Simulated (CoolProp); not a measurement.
Vapour-liquid equilibrium of acetone (1) + water (2) at 122 kPa; x and y are mole fractions of (1).

Computed with CoolProp (multi-fluid Helmholtz-energy mixture model, Lemmon 2006 and Wagner 2002; pair parameters Bell 2016).

**Question.** Give the bubble temperature and the first vapour's composition at x = 0.2, 0.425, 0.8. Is there an azeotrope?

**Answer.** x = 0.2: 69.6 °C, y = 0.776; x = 0.425: 66.8 °C, y = 0.810; x = 0.8: 63.7 °C, y = 0.886. No azeotrope shows between x = 0.05 and 0.95.

Pair parameters are fitted to limited data, so mixtures are less certain than the pure fluids. With so large a gap from Raoult's law the liquid may split in two, which this calculation doesn't test in full.
